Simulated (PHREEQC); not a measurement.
# Alkaline etch or developer: an equilibrium model

Solution (25 °C): 0.0032 mol TMAH and 0.0028 mol NaAlO2 per kg of water. Closed to the air; pH follows from the charge balance.

The numbers come from PHREEQC with the ion-association model, wateq4f.dat.

Each row changes one thing in this solution. This is a speciation only: nothing precipitates in the calculation.

| case | pH | ionic strength (mol/kgw) |
|---|---|---|
| as made | 11.47 | 0.00600 |
| temperature from 25 to 40 °C | ? | 0.00600 |
| TMAH from 0.0032 to 0.00352 mol/kgw | 11.51 | 0.00632 |
| NaAlO2 left out | ? | 0.00320 |
| temperature from 25 to 5 °C | ? | 0.00600 |
| NaAlO2 from 0.0028 to 0.0056 mol/kgw | ? | 0.00880 |
| TMAH from 0.0032 to 0.0064 mol/kgw | 11.76 | 0.00920 |
| TMAH from 0.0032 to 0.016 mol/kgw | ? | 0.0188 |

Problem. Complete the blanks.

Solution. 
- temperature from 25 to 40 °C, pH: 11.01
- NaAlO2 left out, pH: 11.48
- temperature from 25 to 5 °C, pH: 12.20
- NaAlO2 from 0.0028 to 0.0056 mol/kgw, pH: 11.46
- TMAH from 0.0032 to 0.016 mol/kgw, pH: 12.14

Some of these states are supersaturated (in Gibbsite (slow to form), Boehmite (slow to form), for instance). (CH3)4N+ isn't in the database: it is added as a free cation with an ion size of 4 Å. At this temperature some constants are extrapolated from 25 °C, and those without enthalpy data are left unchanged.
